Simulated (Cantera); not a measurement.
## Adiabatic ignition

An adiabatic, constant-pressure homogeneous reactor starts with CH4 : CO : O2 : N2 : CO2 = 1 : 0.071 : 2.83 : 10.6 : 0.096 (molar parts), equivalence ratio 0.72, at 1200 K and 0.970 bar.

Model: GRI-Mech 3.0 (53 species, 325 reactions), integrated in Cantera.

```csv
t (s),T (K),x CH4,x CO,x O2,x CH3,x H2,x CO2,x OH
3.00e-6,1200,0.0685,0.00486,0.194,1.96e-9,8.22e-12,0.00658,2.81e-11
1.03e-5,1200,0.0685,0.00486,0.194,7.10e-9,4.22e-11,0.00658,4.00e-11
3.54e-5,1200,0.0685,0.00486,0.194,2.52e-8,1.91e-10,0.00658,5.88e-11
0.000122,1200,0.0685,0.00486,0.194,9.20e-8,1.10e-9,0.00658,1.33e-10
0.000418,1200,0.0685,0.00486,0.194,3.87e-7,1.05e-8,0.00658,4.84e-10
0.00144,1200,0.0685,0.00486,0.194,2.25e-6,1.90e-7,0.00658,2.52e-9
0.00493,1200,0.0685,0.00486,0.194,8.07e-6,3.61e-6,0.00658,8.86e-9
0.0169,1202,0.0681,0.00489,0.194,1.44e-5,4.57e-5,0.00659,2.61e-8
0.0582,2461,<1e-12,0.00925,0.0531,<1e-12,0.00277,0.0700,0.0103
0.200,2455,<1e-12,0.00915,0.0513,<1e-12,0.00274,0.0701,0.0101
```
x: mole fraction; the columns are a selection and need not sum to one.

| Item | Result |
|---|---|
| time of steepest temperature rise | 41.1 ms |
| temperature at 0.200 s | 2455 K |
| equilibrium temperature | 2455 K |
| x(CH4) at 0.200 s | <1e-12 (gas-phase equilibrium <1e-12) |
| x(CO) at 0.200 s | 0.00915 (gas-phase equilibrium 0.00915) |
| x(O2) at 0.200 s | 0.0513 (gas-phase equilibrium 0.0513) |
